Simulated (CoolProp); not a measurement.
n-perfluorohexane along the isotherm 389.8 K: density (kg/m³) from the reference equation and from simpler models built on Tc = 448.0 K, pc = 1.742 MPa, ω = 0.497; each cubic takes its own stable root.

The numbers come from the reference Helmholtz-energy equation of state, Gao 2022 in CoolProp.

```tsv
p (MPa)	phase	reference
0.0581	gas	6.179
0.116	gas	12.59
0.174	gas	19.31
0.232	gas	26.35
0.29	gas	33.77
0.348	gas	41.63
0.406	gas	50.01
0.464	gas	59.03
0.581	liquid	1355
0.639	liquid	1356
0.697	liquid	1357
0.755	liquid	1358
0.813	liquid	1359
0.871	liquid	1360
```

Problem. How far does each simpler model (Redlich-Kwong, Soave-Redlich-Kwong) lie from the reference over these 14 states: mean and median of the absolute difference, and the worst?

Solution. 
- Redlich-Kwong: mean 31.1 %, median 3.0 %, worst -94.4 % at 389.8 K and 0.581 MPa
- Soave-Redlich-Kwong: mean 7.7 %, median 0.7 %, worst -17.7 % at 389.8 K and 0.581 MPa

At some of these states Redlich-Kwong gives the other phase, because its saturation line lies elsewhere.
